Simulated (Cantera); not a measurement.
# Adiabatic ignition

An adiabatic, constant-pressure homogeneous reactor starts with 8.29 % CH₄, 19.3 % O₂, 72.4 % N₂, equivalence ratio 0.86, at 1625 K and 180 Torr.

Model: GRI-Mech 3.0 (53 species, 325 reactions), integrated in Cantera.

```tsv
t (s)	T (K)	x CH₄	x O₂	x H	x C₂H	x O
1.00e-6	1625	0.0828	0.193	4.47e-8	<1e-12	6.66e-9
3.47e-6	1625	0.0828	0.193	7.38e-8	<1e-12	2.79e-8
1.20e-5	1625	0.0828	0.193	8.01e-8	<1e-12	4.11e-8
4.16e-5	1625	0.0828	0.193	9.04e-8	<1e-12	5.72e-8
0.000144	1625	0.0828	0.193	1.45e-7	<1e-12	1.34e-7
0.000500	1625	0.0823	0.193	8.81e-7	<1e-12	8.18e-7
0.00173	2453	<1e-12	0.0446	0.0205	<1e-12	0.0177
0.00600	2636	<1e-12	0.0399	0.0114	<1e-12	0.0115
0.0208	2634	<1e-12	0.0373	0.0110	<1e-12	0.0108
0.0721	2633	<1e-12	0.0370	0.0110	<1e-12	0.0107
0.250	2633	<1e-12	0.0370	0.0110	<1e-12	0.0107
0.866	2633	<1e-12	0.0370	0.0110	<1e-12	0.0107
3.00	2633	<1e-12	0.0370	0.0110	<1e-12	0.0107
```
x: mole fraction; the columns are a selection and need not sum to one.

```json
{
  "time_of_steepest_temperature_rise": "1.28 ms",
  "temperature at 3.00 s": "2633 K",
  "equilibrium_temperature": "2633 K",
  "x(CH₄) at 3.00 s": "<1e-12 (gas-phase equilibrium <1e-12)",
  "x(O₂) at 3.00 s": "0.0370 (gas-phase equilibrium 0.0370)",
  "x(H) at 3.00 s": "0.0110 (gas-phase equilibrium 0.0110)"
}
```
